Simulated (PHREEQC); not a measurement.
# Metal-bearing waste water: speciation

Solution (25 °C): 58 mmol/kgw Al2(SO4)3, 16 mmol/kgw CuCl2 and 23 mmol/kgw H2SO4. Closed to the air; pH follows from the charge balance.

All values are PHREEQC results (ion-association model, phreeqc.dat), not measurements.

Each row changes one thing in this solution. This is a speciation only: nothing precipitates in the calculation.

```tsv
case	pH	ionic strength (mol/kgw)	SO4-2 (mol/kgw)	HSO4- (mol/kgw)	Cu+2 (mol/kgw)	CuSO4 (mol/kgw)
as made	1.76	0.250	0.0393	0.0239	0.00970	0.00605
Al2(SO4)3 replaced by K2SO4 at the same molality	1.78	0.195	?	0.0254	0.00893	0.00682
diluted 2-fold with water	2.00	0.138	0.0244	0.0105	0.00499	0.00294
temperature from 25 to 5 °C	?	0.266	0.0439	0.0208	0.00985	0.00605
0.011 mol/kgw (CH3)4NF added	1.79	0.273	0.0456	0.0253	0.00939	0.00637
H2SO4 from 0.023 to 0.0115 mol/kgw	2.07	0.236	0.0388	0.0120	0.00958	0.00617
Al2(SO4)3 from 0.058 to 0.029 mol/kgw	1.69	0.173	0.0251	0.0204	0.0103	0.00536
```

**Question.** Fill in the missing entries.

**Answer.** 
- Al2(SO4)3 replaced by K2SO4 at the same molality, SO4-2 (mol/kgw): 0.0402
- temperature from 25 to 5 °C, pH: 1.70

(CH3)4N+ isn't in the database: it is added as a free cation with an ion size of 4 Å. Constants without temperature data keep their 25 °C values here. Fluoro complexes past AlF4- and FeF3 are missing from the database.
